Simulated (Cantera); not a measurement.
What does this Cantera script print?

```python
import numpy as np
import cantera as ct

gas_names = """
    H CH4
""".split()
cond_names = """
    TaC(s) TaC(L) Ta(cr) Ta(L)
""".split()


# ... load() reads the species with a 1 bar reference pressure and builds the phases ...
species = {s.name: s for s in load("nasa_gas.yaml", gas_names) + load("nasa_condensed.yaml", cond_names)}
# Each term lists the table entries of one substance; the one whose range holds T is used.
reactions = {
    'TaC + 4 H(g) = CH4(g) + Ta':
        [(-1, ['TaC(s)', 'TaC(L)']), (-4, ['H']), (1, ['CH4']), (1, ['Ta(cr)', 'Ta(L)'])],
}


def pick(names, T):
    return next(species[n] for n in names if species[n].thermo.min_temp <= T <= species[n].thermo.max_temp)


results = []
for label, terms in reactions.items():
    print(label)
    print("     T/K   dH/kJ  dS/(J/K)   dG/kJ   log10 K")
    for T in [925, 950, 975, 1000, 1025, 1050, 1075, 1100, 1125]:
        used = [(nu, pick(names, T)) for nu, names in terms]
        dH = sum(nu * s.thermo.h(T) for nu, s in used) / 1e6
        dS = sum(nu * s.thermo.s(T) for nu, s in used) / 1e3
        dG = dH - T * dS / 1e3
        logK = -dG * 1e6 / (ct.gas_constant * T * np.log(10))
        results.append((label, T, dH, dS, dG, logK, [s.name for _, s in used]))
        print(f"{T:8g} {dH:8.1f} {dS:8.1f} {dG:8.1f} {logK:8.2f}")
```

Result:

```
TaC + 4 H(g) = CH4(g) + Ta
     T/K   dH/kJ  dS/(J/K)   dG/kJ   log10 K
     925   -833.2   -331.6   -526.5    29.73
     950   -834.1   -332.6   -518.2    28.49
     975   -835.0   -333.4   -509.9    27.32
    1000   -835.8   -334.3   -501.5    26.20
    1025   -836.6   -335.1   -493.2    25.13
    1050   -837.4   -335.8   -484.8    24.12
    1075   -838.2   -336.6   -476.4    23.15
    1100   -838.9   -337.3   -467.9    22.22
    1125   -839.6   -337.9   -459.5    21.33
```

Cantera with NASA thermochemical tables; ideal gases at 1 bar, condensed phases pure. TaC: taken at fixed stoichiometry. Condensed species are held in their standard states even where they would react or evaporate.
